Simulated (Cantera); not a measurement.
Equilibrium for silicon oxide and oxynitride deposition: Si2H6 + O2 + H2

Input: 1 mol Si2H6, 1.2 mol O2, 0.28 mol H2, at 8.40 Pa.

Method: chemical equilibrium by Gibbs-energy minimisation in Cantera with the NASA 1993 tables (ideal gas, pure condensed phases). Candidate condensed phases: H2O, Si, SiO2; 18 gas species. The feed counts by its element totals alone. Mutual solubility and eutectic melting of coexisting phases are not modelled. The tables hold silica as quartz up to 1696 K and as liquid above; real silica turns to tridymite and cristobalite and melts near 1996 K. Rates play no part.

```json
[
 {"T (°C)": "802", "x H2": "1.000", "x SiO": "0.000114", "x H": "1.60e-6", "x H2O": "5.41e-9", "x Si": "9.03e-11", "x SiH2": "7.12e-10", "x SiH": "3.03e-11", "n Si(s)": "0.800", "n SiO2(β-quartz)": "1.20"},
 {"T (°C)": "852", "x H2": "0.999", "x SiO": "0.000636", "x H": "4.85e-6", "x H2O": "1.49e-8", "x Si": "8.34e-10", "x SiH2": "2.37e-9", "x SiH": "1.91e-10", "n Si(s)": "0.799", "n SiO2(β-quartz)": "1.20"},
 {"T (°C)": "902", "x H2": "0.997", "x SiO": "0.00306", "x H": "1.34e-5", "x H2O": "3.75e-8", "x Si": "6.37e-9", "x SiH2": "7.08e-9", "x SiH": "1.03e-9", "n Si(s)": "0.795", "n SiO2(β-quartz)": "1.19"},
 {"T (°C)": "952", "x H2": "0.987", "x SiO": "0.0129", "x H": "3.38e-5", "x H2O": "8.67e-8", "x Si": "4.12e-8", "x SiH2": "1.92e-8", "x SiH": "4.81e-9", "n Si(s)": "0.779", "n SiO2(β-quartz)": "1.18"},
 {"T (°C)": "1002", "x H2": "0.951", "x SiO": "0.0486", "x H": "7.84e-5", "x H2O": "1.82e-7", "x Si": "2.30e-7", "x SiH2": "4.70e-8", "x SiH": "1.96e-8", "n Si(s)": "0.716", "n SiO2(β-quartz)": "1.12"},
 {"T (°C)": "1052", "x H2": "0.835", "x SiO": "0.165", "x H": "0.000163", "x H2O": "3.28e-7", "x Si": "1.12e-6", "x SiH2": "9.73e-8", "x SiH": "6.82e-8", "n Si(s)": "0.476", "n SiO2(β-quartz)": "0.876"},
 {"T (°C)": "1102", "x H2": "0.672", "x SiO": "0.328", "x H": "0.000306", "x H2O": "8.02e-7", "x Si": "2.01e-6", "x SiH2": "7.13e-8", "x SiH": "8.49e-8", "n Si(s)": "0", "n SiO2(β-quartz)": "0.400"},
 {"T (°C)": "1152", "x H2": "0.672", "x SiO": "0.328", "x H": "0.000610", "x H2O": "4.25e-6", "x Si": "9.64e-7", "x SiH2": "1.83e-8", "x SiH": "3.22e-8", "n Si(s)": "0", "n SiO2(β-quartz)": "0.400"},
 {"T (°C)": "1202", "x H2": "0.671", "x SiO": "0.328", "x H": "0.00116", "x H2O": "2.00e-5", "x Si": "4.88e-7", "x SiH2": "5.16e-9", "x SiH": "1.31e-8", "n Si(s)": "0", "n SiO2(β-quartz)": "0.400"}
]
```
x: gas mole fraction; n: condensed amount in mol.

From 802 °C to 1052 °C the condensed part is Si(s) + SiO2(β-quartz). From 1102 °C to 1202 °C the condensed part is SiO2(β-quartz). The main Si-bearing gas is SiO throughout.
